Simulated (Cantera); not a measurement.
Feed: 1 mol CuO, 0.3 mol C, 5.5 mol N2, 5.7 mol CH4, equilibrated at 1725 K and 2.20 mbar.

Method: chemical equilibrium by Gibbs-energy minimisation in Cantera with the NASA 1993 tables (ideal gas, pure condensed phases). Candidate condensed phases: C, C6H6, C7H8, C8H18, Cu, CuO, Cu(OH)2, Cu2O, H2O; 139 gas species. Rates play no part.

Base state: H2 0.600, N2 0.290, CO 0.0528, Cu 0.0528, H 0.00307, HCN 0.00175, HNC 5.56e-5, C2H2 (acetylene) 5.53e-5 (mole fractions); condensed: C(graphite).

Task: What changes in the equilibrium state with this change: temperature from 1725 K to 2023.15 K?

Result: 
```tsv
species	before	after
H2	0.600	0.575
N2	0.290	0.283
CO	0.0528	0.0521
H	0.00307	0.0307
Cu	0.0528	0.0521
C2H2 (acetylene)	5.53e-5	0.000514
Cu2	3.82e-5	5.01e-6
HNC	5.56e-5	0.000385
C(graphite), mol	4.96	4.85
```
